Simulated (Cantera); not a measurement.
**PbO + H2 + O2 (iron carbonyl, mercury and lead vapours)**

Charge: 1 mol PbO, a varied amount of H2, 1.4 mol O2, at 1575 K and 0.398 Torr.

Method: chemical equilibrium by Gibbs-energy minimisation in Cantera with the NASA 1993 tables (ideal gas, pure condensed phases). Candidate condensed phases: H2O, Pb, PbO, PbO2, Pb3O4; 12 gas species. Gases not in the tables: (PbO)n polymers. The numbers say what is thermodynamically allowed, not how fast it happens.

```json
[
 {"n(H2) (mol)": "0.57", "x H2O": "0.199", "x O2": "0.449", "x PbO": "0.230", "x Pb": "0.120", "x H2": "6.33e-5", "x OH": "0.00164", "x O": "0.000312"},
 {"n(H2) (mol)": "0.78", "x H2O": "0.262", "x O2": "0.399", "x PbO": "0.217", "x Pb": "0.120", "x H2": "8.85e-5", "x OH": "0.00182", "x O": "0.000294"},
 {"n(H2) (mol)": "1.1", "x H2O": "0.349", "x O2": "0.330", "x PbO": "0.198", "x Pb": "0.120", "x H2": "0.000130", "x OH": "0.00201", "x O": "0.000267"},
 {"n(H2) (mol)": "1.5", "x H2O": "0.446", "x O2": "0.254", "x PbO": "0.176", "x Pb": "0.122", "x H2": "0.000189", "x OH": "0.00213", "x O": "0.000234"},
 {"n(H2) (mol)": "2", "x H2O": "0.549", "x O2": "0.173", "x PbO": "0.150", "x Pb": "0.126", "x H2": "0.000283", "x OH": "0.00214", "x O": "0.000193"},
 {"n(H2) (mol)": "2.8", "x H2O": "0.683", "x O2": "0.0694", "x PbO": "0.105", "x Pb": "0.139", "x H2": "0.000554", "x OH": "0.00190", "x O": "0.000123"},
 {"n(H2) (mol)": "3.8", "x H2O": "0.781", "x O2": "0.000272", "x PbO": "0.00940", "x Pb": "0.199", "x H2": "0.0101", "x OH": "0.000509", "x O": "7.67e-6"}
]
```
x: gas mole fraction; nothing condenses.

From 0.57 mol H2 to 3.8 mol H2 nothing is condensed.
